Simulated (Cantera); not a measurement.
A closed system holds: 1 mol CH₂F₂, 0.037 mol F₂, 0.27 mol H₂, equilibrated at 0.000140 bar.

Method: chemical equilibrium by Gibbs-energy minimisation in Cantera with the NASA 1993 tables (ideal gas, pure condensed phases). Candidate condensed phases: C, C₆H₆, C₇H₈, C₈H₁₈; 95 gas species. Equilibrium is a limit: real reactors are often held back by kinetics, nucleation or transport.

Which condensed phases are stable at each of these points (T (K)): 1500, 1650, 1800, 1950, 2100, 2250, 2400, 2550, 2700, 2850, 3000, 3150, 3300?


```csv
T (K),condensed phases,C condensed (%)
1500,C(graphite),100.0
1650,C(graphite),100.0
1800,C(graphite),100.0
1950,C(graphite),100.0
2100,C(graphite),100.0
2250,C(graphite),99.9
2400,C(graphite),99.2
2550,C(graphite),92.0
2700,C(graphite),25.3
2850,gas only,0.0
3000,gas only,0.0
3150,gas only,0.0
3300,gas only,0.0
```

From 1500 K to 2700 K the condensed part is C(graphite). From 2850 K to 3300 K nothing is condensed.
